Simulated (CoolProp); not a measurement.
Properties of ammonia along the isotherm 429.9 K (Tc = 405.6 K, pc = 11.36 MPa, ω = 0.256).

Values from CoolProp's reference Helmholtz-energy equation of state, Gao 2020.

| p (MPa) | phase | cp (kJ/(kg K)) | isothermal compressibility (1/MPa) | conductivity (mW/(m K)) |
|---|---|---|---|---|
| 0.473 | gas | 2.385 | 2.141 | 42.0 |
| 0.947 | gas | 2.446 | 1.084 | 42.5 |
| 1.42 | gas | 2.510 | 0.7329 | 42.9 |
| 1.89 | gas | 2.578 | 0.5586 | 43.4 |
| 2.37 | gas | 2.651 | 0.4524 | 44.0 |
| 2.84 | gas | 2.727 | 0.3835 | 44.6 |
| 3.31 | gas | 2.808 | 0.3346 | 45.2 |
| 3.79 | gas | 2.897 | 0.2974 | 45.9 |
| 4.26 | gas | 2.990 | 0.2695 | 46.7 |
| 4.73 | gas | 3.090 | 0.2474 | 47.6 |
| 5.21 | gas | 3.200 | 0.2293 | 48.5 |
| 5.68 | gas | 3.316 | 0.2149 | 49.5 |

Thermal conductivity comes from a separate model (Tufeu 1984).
